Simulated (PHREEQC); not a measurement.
## Copper plating or etch bath: speciation

A solution holds 0.0079 mol/kgw CuCl2, 0.0067 mol/kgw HNO3 and 0.0027 mol/kgw H3BO3, at 25 °C. Closed to the air; pH follows from the charge balance.

Model: ion-association model, phreeqc.dat, run in PHREEQC.

Each row changes one thing in this solution. No solid was allowed to form.

```
case                                    pH  CuCl+ (mol/kgw)  CuCl2 (mol/kgw)  CuOH+ (mol/kgw)
------------------------------------  ----  ---------------  ---------------  ---------------
as made                               2.23         0.000177          1.06e-6          8.48e-9
H3BO3 left out                        2.23         0.000177          1.06e-6          8.48e-9
CuCl2 from 0.0079 to 0.00711 mol/kgw  2.23         0.000146          7.95e-7          7.71e-9
diluted 2-fold with water                …          5.17e-5          1.69e-7          9.20e-9
CuCl2 from 0.0079 to 0.00079 mol/kgw     …          2.29e-6          1.59e-9         9.72e-10
```

Problem. Complete the blanks.

Solution. 
- diluted 2-fold with water, pH: 2.52
- CuCl2 from 0.0079 to 0.00079 mol/kgw, pH: 2.21
